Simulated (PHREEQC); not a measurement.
A made-up water analysis in mg/L, 20 °C, pH 6.95, pe 9.5:

```csv
constituent,mg/L
Na,0.136
K,0.00327
Ca,0.15
Mg,0.0471
Cl,0.14
S(6) as SO4,0.313
Alkalinity as HCO3,0.439
Cu(2),0.000207
Si as SiO2,0.0195
O(0) (dissolved oxygen),0.00946
```

Valence states are taken as typed.

Model: ion-association model, wateq4f.dat, run in PHREEQC.

No solid was allowed to form.

Problem. Predict the charge-balance error.

Solution. charge-balance error -0.8 %.

Problem. In which forms is Cu present?

Solution. Cu(OH)2 59 %, Cu+2 37 %, CuOH+ 3.2 %, CuCO3 0.5 % of the Cu.

The database's constant for dissolved Cu(OH)2 is higher than later reviews accept.
